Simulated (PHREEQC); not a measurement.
Make-up at 25 °C and 100 atm: 44 mmol/kgw NaHCO3. It is in equilibrium with CO2 at log p = -2 (atm). Otherwise closed; pH follows from the charge balance.

Equilibrium calculation in PHREEQC: ion-association model, phreeqc.dat.

- pH: 8.37
- ionic strength: 0.0438 mol/kgw
- specific conductance: 3580 µS/cm
- total alkalinity: 44.0 meq/kg

```csv
species,molality,activity,log γ
Na+,0.0429,0.0358,-0.079
HCO3-,0.0409,0.0342,-0.077
CO3-2,0.000856,0.000420,-0.310
NaHCO3,0.000745,0.000753,0.004
NaCO3-,0.000330,0.000274,-0.081
CO2,0.000293,0.000296,0.004
OH-,3.13e-6,2.57e-6,-0.086
H+,5.00e-9,4.29e-9,-0.066
(CO2)2,1.59e-9,1.61e-9,0.004
```

No solid was allowed to form. Under pressure, the constants of complexes without a molar volume in the database are unreliable.
